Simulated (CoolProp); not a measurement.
A simple Rankine cycle with fluoroethane (R161): condensing at 310.15 K, boiler at 3.09 MPa, turbine inlet 449 K, turbine efficiency 0.6, pump efficiency 0.8, no recuperator. Each further row changes one setting.

The numbers come from the reference Helmholtz-energy equation of state, Wu 2012 in CoolProp.

```
case                             thermal efficiency (%)  net work (kJ/kg)  heat in (kJ/kg)  turbine exit temperature (K)  volume ratio over the turbine
-------------------------------  ----------------------  ----------------  ---------------  ----------------------------  -----------------------------
as stated                                           6.1              32.2              525                         416.3                           2.42
condensing temperature 302.15 K                     7.3              39.8              543                         409.6                           2.95
boiler pressure 2.16 MPa                            3.9              20.7              537                         430.4                           1.69
turbine efficiency 0.5                              5.0              26.3              525                         419.8                           2.44
```
